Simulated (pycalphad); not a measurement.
# Effect of Al content in Ti-Al-C

Computed with pycalphad from the COST 507 light-alloy database (1999), at 1 atm. These are 1990s assessments: newer ones move some temperatures and phases. The system is extrapolated from its subsystems; higher-order compounds may be missing. Amounts are mole fractions of atoms. Diffusion is slow at the low end, where real alloys seldom reach equilibrium.

One of these alloys has its liquidus at 1944 K, its solidus at 1929 K, and holds hcp 0.93, fcc 0.07 at 1050 K. Which?
A. Ti-6.649Al-0.829C (wt.%)
B. Ti-14.02Al-0.874C (wt.%)
C. Ti-0.7953Al-0.7933C (wt.%)
D. Ti-3.241Al-0.8083C (wt.%)
E. Ti-10.24Al-0.8509C (wt.%)

C, Ti-0.7953Al-0.7933C (wt.%). The others: Ti-3.241Al-0.8083C (wt.%), liquidus 2019, solidus 1943; Ti-6.649Al-0.829C (wt.%), liquidus 2116, solidus 1963; Ti-10.24Al-0.8509C (wt.%), liquidus 2207, solidus 1980; Ti-14.02Al-0.874C (wt.%), liquidus 2290, solidus 1981

The fcc model also describes the rock-salt carbide or nitride (TiC, TiN, HfC).
